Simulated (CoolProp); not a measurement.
Vapour-liquid equilibrium of benzene (1) + m-xylene (2) at 0.142 MPa; x and y are mole fractions of (1).

Computed with CoolProp (multi-fluid Helmholtz-energy mixture model, Thol 2012 and Zhou 2012; pair parameters Bell 2016).

| x | bubble temperature (K) | y at the bubble point | dew temperature at overall composition x (K) | liquid density (mol/L) |
|---|---|---|---|---|
| 0.05 | 419.2 | 0.178 | 423.6 | ? |
| 0.125 | 411.2 | 0.379 | 421.1 | 7.362 |
| 0.2 | 404.4 | 0.525 | 418.4 | 7.582 |
| 0.275 | ? | 0.634 | 415.5 | 7.803 |
| 0.35 | 393.3 | 0.716 | 412.5 | 8.026 |
| 0.425 | 388.6 | 0.780 | 409.2 | 8.254 |
| 0.5 | 384.5 | 0.831 | 405.7 | 8.486 |
| 0.575 | ? | 0.872 | 401.8 | 8.725 |
| 0.65 | 377.3 | 0.905 | 397.5 | 8.972 |
| 0.725 | 374.2 | 0.933 | 392.7 | 9.227 |
| 0.8 | 371.3 | 0.955 | 387.1 | ? |
| 0.875 | 368.6 | ? | 380.4 | 9.765 |
| 0.95 | 366.1 | 0.991 | 372.0 | 10.05 |

Task: Complete the blanks.

Result: 
- 0.05, liquid density (mol/L): 7.140
- 0.275, bubble temperature (K): 398.5
- 0.575, bubble temperature (K): 380.7
- 0.8, liquid density (mol/L): 9.491
- 0.875, y at the bubble point: 0.975

No azeotrope shows between x = 0.05 and 0.95.

The pair parameters rest on a limited set of measurements; away from them the model extrapolates.
